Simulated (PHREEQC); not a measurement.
KOH is added in steps, without added water, to 1 kg of water holding 0.026 mol HCl, 8.1e-05 mol LiCl and 0.028 mol MgSO4, at 25 °C. Oxygen is held at 0.21 atm. No CO2 enters from the air. Only these solids could form: Brucite, Epsomite.

Base run: PHREEQC, ion-association model, wateq4f.dat. Each further column changes one thing. The table gives Mg+2 (mol/kgw).

```tsv
KOH added (mol)	base	all activity coefficients set to 1	database pitzer.dat	Davies equation for every ion
0	0.0196	0.0131	0.0280	0.0199
0.01087	0.0188	0.0118	0.0280	0.0192
0.02175	0.0179	0.0102	0.0280	0.0184
0.03263	0.0152	[?]	0.0247	0.0157
0.0435	0.0116	0.00537	0.0192	0.0120
0.05437	0.00811	0.00340	0.0138	0.00840
0.06525	0.00481	0.00184	0.00840	0.00499
0.07612	0.00167	[?]	[?]	0.00174
0.087	1.20e-6	2.77e-7	3.49e-6	1.25e-6
```

Problem. Some entries are withheld; supply them.

Solution. 
- 0.03263, all activity coefficients set to 1: 0.00782
- 0.07612, all activity coefficients set to 1: 0.000588
- 0.07612, database pitzer.dat: 0.00301

 pitzer.dat has no redox and few complexes: it carries them in its interaction parameters. Solids allowed in the column 'database pitzer.dat': Arcanite, Bischofite, Brucite, Carnallite, Epsomite, Hexahydrite, Kainite, Kieserite, Leonite, Misenite, Schoenite, Sylvite, MgCl2_4H2O.
